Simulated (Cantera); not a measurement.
Feed: 1 mol Si3N4, 0.88 mol H2O, equilibrated at 0.100 bar.

These are equilibrium values from Cantera (NASA tables, ideal gas, pure condensed phases), not measurements of a reactor. Candidate condensed phases: H2O, Si, SiO2, Si2N2O, Si3N4; 35 gas species. Mutual solubility and eutectic melting of coexisting phases are not modelled. Gases not in the tables: Si2H6 and higher silanes. Equilibrium is a limit: real reactors are often held back by kinetics, nucleation or transport.

Q: At 1823 K, list the 6 most abundant gas species with their mole fractions, and the condensed phases.

A: H2 0.745, N2 0.250, SiO 0.00375, H 0.00118, Si 2.82e-5, SiH2 1.67e-5. Condensed: Si2N2O(s) + Si3N4(s).
